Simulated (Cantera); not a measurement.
Input: 1 mol SiH4, 2.7 mol HCl, 4.6 mol N2, at 1723 K and 13.3 mbar.

Method: chemical equilibrium by Gibbs-energy minimisation in Cantera with the NASA 1993 tables (ideal gas, pure condensed phases). Candidate condensed phases: NH4Cl, Si, Si3N4; 28 gas species. The tables' values for SiCl3, SiCl are old estimates; treat these amounts as uncertain. Equilibrium is a limit: real reactors are often held back by kinetics, nucleation or transport.

**Question.** What is the equilibrium state?

**Answer.** 
- x(N2): 0.487
- x(H2): 0.305
- x(HCl): 0.121
- x(SiCl2): 0.0844
- x(SiCl3): 0.00153
- x(H): 0.000872
- x(Cl): 0.000268
- x(SiCl): 0.000133
- x(SiCl4): 5.23e-5
- n(Si3N4(s)): 0.0703 mol
- gas amount: 9.158 mol
- log10 activity of Si(l) (absent): -0.29
